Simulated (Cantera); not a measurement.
Ignition delay

Mixture: C3H8 : O2 : N2 : H2O = 1 : 10 : 67 : 2.7 (molar parts), equivalence ratio 0.50, at 10.0 bar, adiabatic and at constant pressure. Ignition delay is the time to a rise of 400 K.

Cantera simulation using GRI-Mech 3.0 (53 species, 325 reactions); the numbers are that mechanism's predictions, not measurements. GRI-Mech 3.0 was tuned for natural gas; its chemistry of propane as a main component is partial and can be far from experiment.

```json
[
 {"T0 (K)": "1175", "delay (ms)": "3.29"},
 {"T0 (K)": "1225", "delay (ms)": "1.35"},
 {"T0 (K)": "1275", "delay (ms)": "0.581"},
 {"T0 (K)": "1325", "delay (ms)": "0.265"},
 {"T0 (K)": "1375", "delay (ms)": "0.129"},
 {"T0 (K)": "1425", "delay (ms)": "0.0676"},
 {"T0 (K)": "1475", "delay (ms)": "0.0381"},
 {"T0 (K)": "1525", "delay (ms)": "0.0232"},
 {"T0 (K)": "1575", "delay (ms)": "0.0152"},
 {"T0 (K)": "1625", "delay (ms)": "0.0108"}
]
```

| Property | Value |
|---|---|
| apparent activation energy between 1525 and 1625 K | 160 kJ/mol |
